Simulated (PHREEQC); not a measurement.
City or well water: an equilibrium model

Model water analysis in mmol/kgw, 20 °C, pH 6.69, pe 2.5:

| constituent | mmol/kgw |
|---|---|
| Na | 0.716 |
| K | 0.000102 |
| Ca | 2.35 |
| Mg | 0.207 |
| Cl | 0.604 |
| S(6) | 1.3 |
| Alkalinity (meq/kgw) | 2.63 |
| F | 0.116 |
| Br | 0.0586 |
| Si | 0.00125 |
| Zn | 0.00149 |

Valence states are taken as typed.

Computed with PHREEQC (ion-association model, phreeqc.dat).

The ionic strength is 0.00885 mol/kgw and the specific conductance is 520 µS/cm. The charge-balance error comes out as -1.6 %.

```json
[
 {"species": "HCO3-", "molality": "0.00258", "activity": "0.00235", "log γ": "-0.041"},
 {"species": "Ca+2", "molality": "0.00212", "activity": "0.00145", "log γ": "-0.163"},
 {"species": "CO2", "molality": "0.00115", "activity": "0.00115", "log γ": "0.001"},
 {"species": "SO4-2", "molality": "0.00109", "activity": "0.000747", "log γ": "-0.165"},
 {"species": "Na+", "molality": "0.000713", "activity": "0.000647", "log γ": "-0.042"},
 {"species": "Cl-", "molality": "0.000604", "activity": "0.000548", "log γ": "-0.043"},
 {"species": "CaSO4", "molality": "0.000186", "activity": "0.000186", "log γ": "0.001"},
 {"species": "Mg+2", "molality": "0.000183", "activity": "0.000126", "log γ": "-0.161"},
 {"species": "F-", "molality": "0.000115", "activity": "0.000104", "log γ": "-0.043"},
 {"species": "Br-", "molality": "5.86e-5", "activity": "5.30e-5", "log γ": "-0.044"},
 {"species": "CaHCO3+", "molality": "4.39e-5", "activity": "4.00e-5", "log γ": "-0.040"},
 {"species": "MgSO4", "molality": "1.93e-5", "activity": "1.94e-5", "log γ": "0.001"},
 {"species": "MgHCO3+", "molality": "3.75e-6", "activity": "3.40e-6", "log γ": "-0.042"},
 {"species": "NaSO4-", "molality": "2.58e-6", "activity": "2.35e-6", "log γ": "-0.041"},
 {"species": "H4SiO4", "molality": "1.25e-6", "activity": "1.25e-6", "log γ": "0.001"}
]
```

No solid was allowed to form. SiF6-2 is the database's only silicon fluoride. The database's zinc carbonate complexes are estimates, stronger than later reviews accept.
